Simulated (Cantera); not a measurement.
Charge: 1 mol HMDSO, 0.98 mol CO2, at 100000 Pa.

These are equilibrium values from Cantera (NASA tables, ideal gas, pure condensed phases), not measurements of a reactor. Candidate condensed phases: C, C6H6, C7H8, C8H18, H2O, Si, SiC, SiO2; 123 gas species. The feed counts by its element totals alone. Equilibrium is a limit: real reactors are often held back by kinetics, nucleation or transport. All values below are at 1923 K.

Base state: H2 0.751, CO 0.246, SiO 0.00190, H 0.000816, C2H2 (acetylene) 0.000339, CH4 0.000296, H2O 2.97e-5 (mole fractions); condensed: C(graphite) + SiC(s).

What changes in the equilibrium state with this change: pressure from 100000 Pa to 9.10 Pa?


```
species             before     after
----------------  --------  --------
H2                   0.751     0.675
CO                   0.246     0.234
H                 0.000816    0.0811
Si                 6.92e-7   0.00760
CH4               0.000296   2.18e-8
H2O                2.97e-5   2.32e-9
SiC2               1.97e-8  0.000216
Si2C               1.35e-8  0.000148
SiH                4.91e-7   4.87e-5
C(graphite), mol      2.05      2.15
SiC(s), mol           1.98      1.87
```
